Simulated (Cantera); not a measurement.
Feed: 1 mol Si, a varied amount of NF₃, at 675 K and 21000 Pa.

Equilibrium computed with Cantera from the NASA thermochemical tables; the gas is ideal and each condensed phase is pure. Candidate condensed phases: Si, Si₃N₄; 16 gas species. Kinetics and transport are ignored.

x: gas mole fraction; n: condensed amount in mol.

| n(NF₃) (mol) | x SiF₄ | x NF₃ | x N₂ | x F₂ | x F | x NF₂ | n Si₃N₄(s) |
|---|---|---|---|---|---|---|---|
| 0.84 | 0.784 | <1e-12 | 0.216 | <1e-12 | <1e-12 | <1e-12 | 0.123 |
| 1.1 | 0.656 | <1e-12 | 0.344 | <1e-12 | <1e-12 | <1e-12 | 0.0583 |
| 1.4 | 0.575 | 0.0350 | 0.385 | 0.00492 | 0.000131 | 7.84e-9 | 0 |
| 1.8 | … | … | … | … | … | … | 0 |
| 2.3 | … | … | … | … | … | … | 0 |
| 3 | 0.293 | 0.466 | 0.207 | 0.0340 | 0.000345 | 3.97e-8 | 0 |
| 3.9 | 0.230 | 0.562 | 0.167 | 0.0413 | 0.000381 | 4.34e-8 | 0 |
| 5.1 | 0.178 | 0.638 | 0.135 | 0.0483 | 0.000412 | 4.56e-8 | 0 |

### Question
Some entries are withheld; supply them.

### Answer

- 2.3, x SiF₄: 0.373
- 2.3, x NF₃: 0.343
- 2.3, x N₂: 0.257
- 2.3, x F₂: 0.0258
- 2.3, x F: 0.000301
- 2.3, x NF₂: 3.36e-8
- 1.8, x SiF₄: 0.463
- 1.8, x NF₃: 0.205
- 1.8, x N₂: 0.315
- 1.8, x F₂: 0.0171
- 1.8, x F: 0.000245
- 1.8, x NF₂: 2.46e-8
